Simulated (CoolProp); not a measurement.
Properties of acetone at several states.

Model: reference Helmholtz-energy equation of state, Lemmon 2006, in CoolProp. It is a short technical equation, of lower accuracy than the large ones.

```json
[
 {"T (K)": "455.5", "p (kPa)": "4270", "phase": "liquid", "density (kg/m³)": "573.2", "cp (kJ/(kg K))": "2.848", "cv (kJ/(kg K))": "1.895", "Joule-Thomson coefficient (K/MPa)": "0.3826", "isothermal compressibility (1/MPa)": "(withheld)", "fugacity coefficient": "0.3843"},
 {"T (K)": "295.7", "p (kPa)": "2710", "phase": "liquid", "density (kg/m³)": "790.0", "cp (kJ/(kg K))": "2.131", "cv (kJ/(kg K))": "(withheld)", "Joule-Thomson coefficient (K/MPa)": "(withheld)", "isothermal compressibility (1/MPa)": "0.001226", "fugacity coefficient": "(withheld)"},
 {"T (K)": "526.3", "p (kPa)": "11.3", "phase": "gas", "density (kg/m³)": "0.1501", "cp (kJ/(kg K))": "1.933", "cv (kJ/(kg K))": "1.789", "Joule-Thomson coefficient (K/MPa)": "10.17", "isothermal compressibility (1/MPa)": "88.57", "fugacity coefficient": "0.9992"}
]
```

Problem. Fill in the missing entries.

Solution. 
- 455.5, isothermal compressibility (1/MPa): 0.01061
- 295.7, cv (kJ/(kg K)): 1.546
- 295.7, Joule-Thomson coefficient (K/MPa): -0.3507
- 295.7, fugacity coefficient: 0.01079
